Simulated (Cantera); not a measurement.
A perfectly stirred reactor is fed with 9.93 % H2, 26.1 % O2, 62.7 % N2, 1.25 % H2O, equivalence ratio 0.19, at 31000 Pa; it is held at 1400 K, and followed from long to short residence time.

Cantera simulation using the H2/O2 subset of GRI-Mech 3.0, which has no nitrogen chemistry; the numbers are that mechanism's predictions, not measurements. The temperature is held fixed by assumption; the heat of reaction is taken as removed at once.

Q: Predict: x(H2) at τ = 2.40 s; x(O2) at τ = 2.40 s; x(OH) at τ = 2.40 s; x(H2O2) at τ = 2.40 s; x(H2O) at τ = 2.40 s; x(H2) at τ = 11.0 ms; x(O2) at τ = 11.0 ms; x(OH) at τ = 11.0 ms; x(H2O2) at τ = 11.0 ms; x(H2O) at τ = 11.0 ms.

A: 
```json
{
 "x(H2) at τ = 2.40 s": "2.48e-5",
 "x(O2) at τ = 2.40 s": "0.223",
 "x(OH) at τ = 2.40 s": "0.000321",
 "x(H2O2) at τ = 2.40 s": "7.74e-8",
 "x(H2O) at τ = 2.40 s": "0.117",
 "x(H2) at τ = 11.0 ms": "0.000815",
 "x(O2) at τ = 11.0 ms": "0.221",
 "x(OH) at τ = 11.0 ms": "0.00195",
 "x(H2O2) at τ = 11.0 ms": "6.78e-7",
 "x(H2O) at τ = 11.0 ms": "0.115"
}
```
